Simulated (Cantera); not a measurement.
A closed system holds: 1 mol SiH₄, 0.27 mol N₂, at 0.120 Torr.

Cantera equilibrium calculation (NASA polynomials, part measured and part estimated; ideal gas, pure solids and liquids). Candidate condensed phases: Si, Si₃N₄; 18 gas species. N₂ is the only nitrogen source here; it is nearly inert below about 1500 K, so the nitride shown seldom forms there in practice. Mutual solubility and eutectic melting of coexisting phases are not modelled. Gases not in the tables: Si₂H₆ and higher silanes. Equilibrium is a limit: real reactors are often held back by kinetics, nucleation or transport.

Which condensed phases are stable at each of these points (T (K)): 848, 998, 1148, 1298, 1448, 1598, 1748, 1898, 2048?


| T (K) | condensed phases | Si condensed (%) |
|---|---|---|
| 848 | Si(s) + Si₃N₄(s) | 100.0 |
| 998 | Si(s) + Si₃N₄(s) | 100.0 |
| 1148 | Si(s) + Si₃N₄(s) | 100.0 |
| 1298 | Si(s) + Si₃N₄(s) | 100.0 |
| 1448 | Si(s) + Si₃N₄(s) | 100.0 |
| 1598 | Si(s) | 99.9 |
| 1748 | Si(l) | 97.8 |
| 1898 | Si(l) | 79.8 |
| 2048 | gas only | 0.0 |

From 848 K to 1448 K the condensed part is Si(s) + Si₃N₄(s). At 1598 K the condensed part is Si(s). From 1748 K to 1898 K the condensed part is Si(l). At 2048 K nothing is condensed.
